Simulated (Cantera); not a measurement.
What does this Cantera script print?

```python
import numpy as np
import cantera as ct

gas = ct.Solution("gri30.yaml")
gas.TPX = 1800, 6500, {'NO': 1, 'N2': 1.5}
reactor = ct.IdealGasConstPressureReactor(gas, energy="off", clone=False)
net = ct.ReactorNet([reactor])
net.rtol, net.atol = 1e-08, 1e-18
show = ['NO', 'O2', 'N2O', 'NO2', 'O', 'N2']
times = np.geomspace(3e-05, 10, 9)

steps = ct.SolutionArray(gas, extra=["t"])
rows = []
print(f"{'t/s':>10s}{'T/K':>9s}{'P/Pa':>11s}" + "".join(f"{s:>11s}" for s in show))
for t in times:
    while net.time < t:
        t_next = net.step()
        steps.append(gas.state, t=t_next)
    rows.append([np.interp(t, steps.t, y) for y in (steps.T, steps.P, *steps(*show).X.T)])
    print(f"{t:10.3e}{rows[-1][0]:9.1f}{rows[-1][1]:11.4g}" + "".join(f"{x:11.3e}" for x in rows[-1][2:]))
rate = np.gradient(steps.T, steps.t)
print("integrator steps:", len(steps.t))
if steps.T.max() > steps.T[0] + 200:
    print(f"time of steepest temperature rise: {steps.t[rate.argmax()]:.4e} s")
gas.TPX = 1800, 6500, {'NO': 1, 'N2': 1.5}
gas.equilibrate("TP")
print(f"equilibrium (TP): T = {gas.T:.1f} K  " + "  ".join(f"{s} {gas[s].X[0]:.3e}" for s in show))
```

Output:

```
       t/s      T/K       P/Pa         NO         O2        N2O        NO2          O         N2
 3.000e-05   1800.0       6500  4.000e-01  1.473e-11  7.216e-08  2.244e-10  7.202e-08  6.000e-01
 1.471e-04   1800.0       6500  4.000e-01  3.504e-10  3.530e-07  5.297e-09  3.496e-07  6.000e-01
 7.208e-04   1800.0       6500  4.000e-01  8.200e-09  1.712e-06  1.186e-07  1.639e-06  6.000e-01
 3.533e-03   1800.0       6500  4.000e-01  2.013e-07  7.973e-06  2.132e-06  6.843e-06  6.000e-01
 1.732e-02   1800.0       6500  3.999e-01  8.190e-06  3.065e-05  1.824e-05  2.429e-05  6.000e-01
 8.490e-02   1800.0       6500  3.995e-01  1.713e-04  6.008e-05  3.254e-05  3.899e-05  6.002e-01
 4.162e-01   1800.0       6500  3.976e-01  1.124e-03  6.150e-05  3.622e-05  4.242e-05  6.011e-01
 2.040e+00   1800.0       6500  3.881e-01  5.836e-03  5.774e-05  4.927e-05  5.435e-05  6.059e-01
 1.000e+01   1800.0       6500  3.428e-01  2.844e-02  4.309e-05  8.140e-05  9.079e-05  6.285e-01
integrator steps: 517
equilibrium (TP): T = 1800.0 K  NO 4.077e-03  O2 1.978e-01  N2O 6.010e-08  NO2 2.526e-06  O 2.136e-04  N2 7.979e-01
```

Computed with Cantera and GRI-Mech 3.0 (53 species, 325 reactions).
